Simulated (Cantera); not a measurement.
Feed: 1 mol Si, 4.4 mol F₂, 0.63 mol H₂, at 1000 °C and 0.0600 Torr.

These are equilibrium values from Cantera (NASA tables, ideal gas, pure condensed phases), not measurements of a reactor. Candidate condensed phases: Si; 25 gas species. Kinetics and transport are ignored.

Base state: F 0.610, HF 0.217, SiF₄ 0.172, F₂ 4.34e-5 (mole fractions); condensed: gas only.

**Question.** What changes in the equilibrium state with this change: H₂ from 0.63 to 0.14 mol?

**Answer.** 
```csv
species,before,after
F,0.610,0.779
SiF₄,0.172,0.172
HF,0.217,0.0483
F₂,4.34e-5,7.07e-5
```

**Question.** What changes in the equilibrium state with this change: temperature from 1000 °C to 425 °C?

**Answer.** 
```csv
species,before,after
F₂,4.34e-5,0.371
HF,0.217,0.298
SiF₄,0.172,0.236
F,0.610,0.0943
```
